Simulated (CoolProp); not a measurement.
The numbers come from the reference Helmholtz-energy equation of state, Rui 2013 in CoolProp.

**Question.** For R236EA, give the phase and the speed of sound (m/s), conductivity (mW/(m K)) at 387.6 K and 18 bar.

**Answer.** 
- 387.6 K and 18 bar: gas; speed of sound 110, conductivity 23.7

Thermal conductivity comes from a separate model (Huber 2003), an estimate that may be off by 10 % or more.
